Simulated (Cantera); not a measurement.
**Ti(OiPr)4 + H2O + H2 (titanium nitride, carbide and oxide coatings)**

A closed system holds: 1 mol Ti(OiPr)4, 0.14 mol H2O, 1.2 mol H2, held at 0.0650 bar.

Method: chemical equilibrium by Gibbs-energy minimisation in Cantera with the NASA 1993 tables (ideal gas, pure condensed phases). Candidate condensed phases: C, C6H6, C7H8, C8H18, H2O, Ti, TiC, TiO, TiO2, Ti2O3, Ti3O5, Ti4O7; 113 gas species. The feed counts by its element totals alone. Condensed phases not in the tables: Magnéli phases beyond Ti4O7. The numbers say what is thermodynamically allowed, not how fast it happens.

At 852 °C the condensed part is C(graphite) + TiO2(rutile). From 877 °C to 927 °C the condensed part is C(graphite) + Ti4O7(s). From 952 °C to 1002 °C the condensed part is C(graphite) + Ti3O5(s).

| T (°C) | x H2 | x CO | x CH4 | x H2O | x CO2 | n C(graphite) | n TiO2(rutile) | n Ti4O7(s) | n Ti3O5(s) |
|---|---|---|---|---|---|---|---|---|---|
| 852 | 0.876 | 0.122 | 0.00144 | 0.000447 | 5.67e-5 | 9.84 | 1.00 | 0 | 0 |
| 877 | 0.864 | 0.135 | 0.00114 | 0.000354 | 4.64e-5 | 9.60 | 0 | 0.250 | 0 |
| 902 | 0.864 | 0.135 | 0.000930 | 0.000262 | 3.19e-5 | 9.60 | 0 | 0.250 | 0 |
| 927 | 0.864 | 0.135 | 0.000767 | 0.000196 | 2.23e-5 | 9.60 | 0 | 0.250 | 0 |
| 952 | 0.860 | 0.139 | 0.000632 | 0.000153 | 1.68e-5 | 9.52 | 0 | 0 | 0.333 |
| 977 | 0.861 | 0.139 | 0.000529 | 0.000117 | 1.21e-5 | 9.52 | 0 | 0 | 0.333 |
| 1002 | 0.861 | 0.139 | 0.000446 | 9.05e-5 | 8.78e-6 | 9.52 | 0 | 0 | 0.333 |
x: gas mole fraction; n: condensed amount in mol.
